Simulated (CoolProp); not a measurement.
Vapour-liquid equilibrium of cyclohexane (1) + n-heptane (2) at 47.85 °C; x and y are mole fractions of (1).

Model: multi-fluid Helmholtz-energy mixture model, Zhou 2014 and Span 2003; pair parameters Bell 2016, in CoolProp.

```tsv
x	bubble pressure, mixture model (MPa)	bubble pressure, Raoult's law (MPa)	y, mixture model	y, Raoult's law
0.05	0.01815	0.01808	0.095	0.093
0.125	0.01947	0.01930	0.222	0.217
0.2	0.02077	0.02051	(withheld)	0.326
0.275	0.02205	0.02172	(withheld)	0.424
0.35	0.02332	0.02294	0.514	0.511
0.425	0.02456	0.02415	0.590	0.589
0.5	0.02578	0.02536	0.659	0.660
0.575	0.02698	0.02658	(withheld)	0.724
0.65	0.02815	0.02779	0.778	0.782
0.725	0.02931	0.02901	(withheld)	0.836
0.8	0.03046	0.03022	0.881	0.886
0.875	0.03159	0.03143	0.927	0.931
0.95	0.03271	0.03265	0.971	0.974
```

### Question
Fill in the missing entries.

### Answer

- 0.2, y, mixture model: 0.332
- 0.275, y, mixture model: 0.429
- 0.575, y, mixture model: 0.721
- 0.725, y, mixture model: 0.831

The largest gap from Raoult's law is +1.7 % in bubble pressure, at x = 0.425. No azeotrope shows between x = 0.05 and 0.95.

The pair parameters rest on a limited set of measurements; away from them the model extrapolates.
